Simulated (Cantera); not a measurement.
A Cantera script and what it prints.

```python
import numpy as np
import cantera as ct

gas_names = """
    H HO2 H2 H2O H2O2 O OH O2 O3 Zr ZrO ZrO2
""".split()
cond_names = """
    H2O(s) H2O(L) Zr(a) Zr(b) Zr(L) ZrO2(a) ZrO2(b) ZrO2(L)
""".split()


# ... load() reads the species with a 1 bar reference pressure and builds the phases ...
atoms = {
    'Zr': {'Zr': 1},
    'H2O': {'H': 2, 'O': 1},
}
top_T = {}  # K; cautious upper limits of use, not melting points


# ... equilibrate(T, P, feed) seeds the gas with the atoms and calls Mixture.equilibrate('TP', solver="vcs", rtol=1e-11, max_steps=5000) ...
results = []
feed = {'Zr': 1, 'H2O': 0.12}  # mol
P = 170000  # Pa
for T in [2000, 2100, 2200, 2300, 2400, 2500, 2600, 2700, 2800]:
    mix = equilibrate(T, P, feed)
    results.append((T, P, feed, dict(zip(mix.species_names, mix.species_moles))))

top = {s: max(r[3][s] / sum(r[3][g] for g in gas_names) for r in results) for s in gas_names}
cols = sorted((s for s in top if top[s] > 0.001), key=lambda s: -top[s])[:9]
seen = [c for c in cond_names if any(r[3].get(c, 0) > 1e-12 for r in results)]
print("log10 of partial pressures in bar; condensed amounts in mol")
print(f"{'T/K':>10s}" + "".join(f"{s[:9]:>10s}" for s in cols + seen))
for T, P, feed, n in results:
    ng = sum(n[g] for g in gas_names)
    print(f"{T:10.4g}" + "".join(f"{np.log10(max(n[s] / ng * P / 1e5, 1e-99)):10.3f}" for s in cols)
          + "".join(f"{n.get(c, 0):10.4g}" for c in seen))
```

Output:

```
log10 of partial pressures in bar; condensed amounts in mol
       T/K        H2         H     Zr(b)     Zr(L)   ZrO2(b)
      2000     0.230    -2.674      0.94         0      0.06
      2100     0.229    -2.392      0.94         0      0.06
      2200     0.229    -2.135         0      0.94      0.06
      2300     0.227    -1.901         0      0.94      0.06
      2400     0.225    -1.686         0      0.94      0.06
      2500     0.222    -1.489         0      0.94      0.06
      2600     0.218    -1.307         0      0.94   0.05999
      2700     0.211    -1.140         0      0.94   0.05997
      2800     0.203    -0.986         0      0.94   0.05993
```

Cantera equilibrium calculation (NASA polynomials, part measured and part estimated; ideal gas, pure solids and liquids). Mutual solubility and eutectic melting of coexisting phases are not modelled. Condensed phases not in the tables: N, O or C dissolved in the metal.
